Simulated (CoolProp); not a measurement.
A closed Brayton cycle with carbon dioxide: compressor inlet 317.15 K and 8.4 MPa, high pressure 28.2 MPa, turbine inlet 625 K, compressor efficiency 0.8, turbine efficiency 0.93, recuperator effectiveness 0.9 (on enthalpy, no pinch check). Each further row changes one setting.

The numbers come from the reference Helmholtz-energy equation of state, Span 1996 in CoolProp.

```csv
case,thermal efficiency (%),net work (kJ/kg),compressor to turbine work,compressor exit (K),turbine exit (K)
as stated,[?],53.9,0.53,408.8,497.8
turbine inlet 575 K,[?],[?],[?],408.8,453.0
compressor inlet 327.15 K,21.1,42.7,0.62,[?],497.8
high pressure 24 MPa,25.0,[?],0.49,396.1,514.3
recuperator effectiveness 0.5,[?],53.9,0.53,408.8,497.8
```

Task: Fill in the missing entries.

Result: 
- as stated, thermal efficiency (%): 24.5
- turbine inlet 575 K, thermal efficiency (%): 20.2
- turbine inlet 575 K, net work (kJ/kg): 40.8
- turbine inlet 575 K, compressor to turbine work: 0.59
- compressor inlet 327.15 K, compressor exit (K): 432.6
- high pressure 24 MPa, net work (kJ/kg): 51.2
- recuperator effectiveness 0.5, thermal efficiency (%): 20.6
